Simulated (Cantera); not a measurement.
A perfectly stirred reactor is fed with 2.01 % C₃H₈, 19.3 % O₂, 72.7 % N₂, 6.02 % H₂O, equivalence ratio 0.52, at 15.0 bar; it is adiabatic with a 525 K inlet, and is followed from long to short residence time, starting on the burning branch (τ in s: 0.042, 0.02, 0.0091, 0.0043, 0.002, 0.00092, 0.00043, 0.0002, 9.4e-05, 4.4e-05, 2e-05, 9.5e-06).

Cantera simulation using GRI-Mech 3.0 (53 species, 325 reactions); the numbers are that mechanism's predictions, not measurements. GRI-Mech 3.0 was tuned for natural gas; its chemistry of propane as a main component is partial and can be far from experiment. The pressure lies above the range GRI-Mech 3.0 was tuned for (to about 10 atm).

Problem. Predict: blow-out, bracketed by the residence times tried; x(C₃H₈) at τ = 42.0 ms; x(O₂) at τ = 42.0 ms; x(H₂O) at τ = 42.0 ms; x(H) at τ = 42.0 ms; x(C₃H₈) at τ = 0.430 ms; x(O₂) at τ = 0.430 ms; x(H₂O) at τ = 0.430 ms.

Solution. 
```json
{
 "blow_out_bracketed_by_the_residence_times_tried": "burning at 0.920 ms, out at 0.430 ms",
 "x(C₃H₈) at τ = 42.0 ms": "1.27e-6",
 "x(O₂) at τ = 42.0 ms": "0.0910",
 "x(H₂O) at τ = 42.0 ms": "0.138",
 "x(H) at τ = 42.0 ms": "2.31e-7",
 "x(C₃H₈) at τ = 0.430 ms": "0.0201",
 "x(O₂) at τ = 0.430 ms": "0.193",
 "x(H₂O) at τ = 0.430 ms": "0.0602"
}
```
